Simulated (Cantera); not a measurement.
# Stirred combustor or abatement burner

A perfectly stirred reactor is fed with 16.5 % H2, 17.5 % O2, 66.0 % N2, equivalence ratio 0.47, at 9.87 atm; it is adiabatic with a 550 K inlet, and is followed from long to short residence time, starting on the burning branch (τ in s: 0.29, 0.12, 0.048, 0.019, 0.0078, 0.0032, 0.0013, 0.00052, 0.00021, 8.6e-05, 3.5e-05, 1.4e-05, 5.7e-06).

Detailed kinetics in Cantera: the H2/O2 subset of GRI-Mech 3.0, which has no nitrogen chemistry. The hydrogen kinetics of GRI-Mech 3.0 are dated; newer H2 mechanisms differ, most at raised pressure.

| τ (s) | T (K) | x H2 | x O2 | x H | x O | x H2O2 | x OH |
|---|---|---|---|---|---|---|---|
| 0.29 | 1794 | 1.42e-5 | 0.101 | 4.17e-7 | 1.28e-5 | 1.67e-7 | 0.000438 |
| 0.12 | 1794 | 2.07e-5 | 0.101 | 5.39e-7 | 1.43e-5 | 1.80e-7 | 0.000461 |
| 0.048 | 1794 | 3.52e-5 | 0.101 | 8.46e-7 | 1.78e-5 | 2.10e-7 | 0.000511 |
| 0.019 | 1793 | 6.50e-5 | 0.101 | 1.61e-6 | 2.54e-5 | 2.71e-7 | 0.000602 |
| 0.0078 | 1792 | 0.000120 | 0.101 | 3.38e-6 | 3.96e-5 | 3.72e-7 | 0.000741 |
| 0.0032 | 1791 | 0.000220 | 0.101 | 7.56e-6 | 6.62e-5 | 5.34e-7 | 0.000939 |
| 0.0013 | 1788 | 0.000406 | 0.100 | 1.76e-5 | 0.000116 | 7.77e-7 | 0.00121 |
| 0.00052 | 1783 | 0.000754 | 0.100 | 4.22e-5 | 0.000208 | 1.13e-6 | 0.00157 |
| 0.00021 | 1775 | 0.00139 | 0.101 | 0.000101 | 0.000376 | 1.63e-6 | 0.00203 |
| 8.6e-5 | 1762 | 0.00253 | 0.101 | 0.000236 | 0.000666 | 2.30e-6 | 0.00259 |
| 3.5e-5 | 1739 | 0.00464 | 0.101 | 0.000542 | 0.00115 | 3.24e-6 | 0.00323 |
| 1.4e-5 | 1697 | 0.00884 | 0.103 | 0.00121 | 0.00188 | 4.75e-6 | 0.00386 |
| 5.7e-6 | 1615 | 0.0185 | 0.107 | 0.00239 | 0.00252 | 8.05e-6 | 0.00399 |
x: mole fraction; the columns are a selection and need not sum to one.
